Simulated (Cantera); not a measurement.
A perfectly stirred reactor is fed with 12.4 % CO, 3.10 % H2, 1.86 % CH4, 17.3 % O2, 65.3 % N2, at 1400000 Pa; it is adiabatic with a 400 K inlet, and is followed from long to short residence time, starting on the burning branch (τ in s: 0.049, 0.02, 0.0083, 0.0034, 0.0014, 0.00057, 0.00024, 9.7e-05, 4e-05).

Model: GRI-Mech 3.0 (53 species, 325 reactions), integrated in Cantera. The pressure lies above the range GRI-Mech 3.0 was tuned for (to about 10 atm).

x: mole fraction; the columns are a selection and need not sum to one.

| τ (s) | T (K) | x CO | x H2 | x CH4 | x NO | x H |
|---|---|---|---|---|---|---|
| 0.049 | 2053 | 0.000470 | 4.04e-5 | 6.06e-7 | 0.000497 | 4.49e-6 |
| 0.020 | 2052 | 0.000647 | 4.96e-5 | 1.37e-6 | 0.000249 | 5.76e-6 |
| 0.0083 | 2049 | 0.00101 | 6.88e-5 | 2.89e-6 | 0.000139 | 8.73e-6 |
| 0.0034 | 2042 | 0.00173 | 0.000107 | 5.73e-6 | 8.96e-5 | 1.59e-5 |
| 0.0014 | 2031 | ___ | ___ | ___ | ___ | ___ |
| 0.00057 | 2011 | ___ | ___ | ___ | ___ | ___ |
| 0.00024 | 1977 | 0.00955 | 0.000500 | 3.75e-5 | 3.72e-5 | 0.000143 |
| 9.7e-5 | 1915 | 0.0174 | 0.000837 | 7.77e-5 | 2.38e-5 | 0.000287 |
| 4.0e-5 | 1778 | 0.0354 | 0.00147 | 0.000223 | 1.00e-5 | 0.000445 |

**Question.** What belongs in the gaps?

**Answer.** 
- 0.0014, x CO: 0.00305
- 0.0014, x H2: 0.000177
- 0.0014, x CH4: 1.08e-5
- 0.0014, x NO: 6.56e-5
- 0.0014, x H: 3.22e-5
- 0.00057, x CO: 0.00546
- 0.00057, x H2: 0.000301
- 0.00057, x CH4: 2.02e-5
- 0.00057, x NO: 5.03e-5
- 0.00057, x H: 6.93e-5
